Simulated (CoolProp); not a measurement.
Carbonyl sulfide at 486.95 K and 1.29 MPa is throttled through a valve to 0.524 MPa with no heat exchange. Each further row changes one setting.

Computed with CoolProp (reference Helmholtz-energy equation of state, Lemmon 2006). It is a short technical equation, of lower accuracy than the large ones.

```json
[
 {"case": "as stated", "temperature change (K)": "(withheld)", "final density (kg/m³)": "(withheld)"},
 {"case": "outlet pressure 0.157 MPa", "temperature change (K)": "(withheld)", "final density (kg/m³)": "2.38"},
 {"case": "outlet pressure 0.681 MPa", "temperature change (K)": "(withheld)", "final density (kg/m³)": "10.4"}
]
```

Q: Complete the blanks.

A: 
- as stated, temperature change (K): -5.1
- as stated, final density (kg/m³): 7.96
- outlet pressure 0.157 MPa, temperature change (K): -7.6
- outlet pressure 0.681 MPa, temperature change (K): -4.1
